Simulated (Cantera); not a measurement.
A freely propagating, adiabatic, planar premixed flame of 9.84 % CH4, 6.40 % H2, 17.6 % O2, 66.1 % N2, equivalence ratio 1.3, unburnt at 423 K and 7500 Torr; multicomponent transport, grid criteria slope 0.08 and curve 0.16, no radiation.

Cantera simulation using GRI-Mech 3.0 (53 species, 325 reactions); the numbers are that mechanism's predictions, not measurements. Burning velocities carry a grid error of a few per cent, more on coarse grids.

x: mole fraction of selected species; z is measured from the peak of heat release.

```json
[
 {"z (mm)": "-0.311", "T (K)": "424", "u (m/s)": "0.235", "x CH4": "0.0985", "x H2": "0.0632", "x O2": "0.176", "x CO": "6.77e-6", "x CH2": "<1e-8", "x C2H2": "2.48e-8"},
 {"z (mm)": "-0.207", "T (K)": "431", "u (m/s)": "0.239", "x CH4": "0.0984", "x H2": "0.0615", "x O2": "0.176", "x CO": "0.000102", "x CH2": "<1e-8", "x C2H2": "5.08e-7"},
 {"z (mm)": "-0.155", "T (K)": "460", "u (m/s)": "0.255", "x CH4": "0.0973", "x H2": "0.0593", "x O2": "0.175", "x CO": "0.000564", "x CH2": "<1e-8", "x C2H2": "3.57e-6"},
 {"z (mm)": "-0.104", "T (K)": "594", "u (m/s)": "0.329", "x CH4": "0.0911", "x H2": "0.0554", "x O2": "0.166", "x CO": "0.00337", "x CH2": "<1e-8", "x C2H2": "2.81e-5"},
 {"z (mm)": "-0.0518", "T (K)": "1110", "u (m/s)": "0.621", "x CH4": "0.0623", "x H2": "0.0501", "x O2": "0.121", "x CO": "0.0188", "x CH2": "<1e-8", "x C2H2": "0.000217"},
 {"z (mm)": "-0.0259", "T (K)": "[?]", "u (m/s)": "0.866", "x CH4": "[?]", "x H2": "0.0477", "x O2": "[?]", "x CO": "[?]", "x CH2": "[?]", "x C2H2": "[?]"},
 {"z (mm)": "0", "T (K)": "[?]", "u (m/s)": "1.09", "x CH4": "[?]", "x H2": "0.0456", "x O2": "[?]", "x CO": "[?]", "x CH2": "[?]", "x C2H2": "[?]"},
 {"z (mm)": "0.0259", "T (K)": "2103", "u (m/s)": "1.20", "x CH4": "0.00282", "x H2": "0.0445", "x O2": "0.00871", "x CO": "0.0559", "x CH2": "2.12e-5", "x C2H2": "0.000997"},
 {"z (mm)": "0.0518", "T (K)": "2161", "u (m/s)": "1.23", "x CH4": "0.000959", "x H2": "0.0451", "x O2": "0.00239", "x CO": "0.0554", "x CH2": "9.63e-6", "x C2H2": "0.000586"},
 {"z (mm)": "0.104", "T (K)": "2189", "u (m/s)": "1.24", "x CH4": "0.000287", "x H2": "0.0467", "x O2": "0.000279", "x CO": "0.0539", "x CH2": "1.86e-6", "x C2H2": "0.000251"},
 {"z (mm)": "0.207", "T (K)": "2198", "u (m/s)": "1.25", "x CH4": "9.30e-5", "x H2": "0.0480", "x O2": "1.59e-5", "x CO": "0.0531", "x CH2": "2.84e-7", "x C2H2": "9.19e-5"},
 {"z (mm)": "0.414", "T (K)": "2200", "u (m/s)": "1.25", "x CH4": "2.58e-5", "x H2": "0.0485", "x O2": "2.90e-6", "x CO": "0.0531", "x CH2": "5.06e-8", "x C2H2": "2.46e-5"},
 {"z (mm)": "0.829", "T (K)": "2200", "u (m/s)": "1.25", "x CH4": "3.06e-6", "x H2": "0.0486", "x O2": "2.38e-6", "x CO": "0.0531", "x CH2": "<1e-8", "x C2H2": "2.67e-6"}
]
```

Q: Some entries are withheld; supply them.

A: 
- -0.0259, T (K): 1536
- -0.0259, x CH4: 0.0353
- -0.0259, x O2: 0.0763
- -0.0259, x CO: 0.0354
- -0.0259, x CH2: 5.80e-7
- -0.0259, x C2H2: 0.000502
- 0, T (K): 1919
- 0, x CH4: 0.0116
- 0, x O2: 0.0311
- 0, x CO: 0.0511
- 0, x CH2: 1.40e-5
- 0, x C2H2: 0.00110
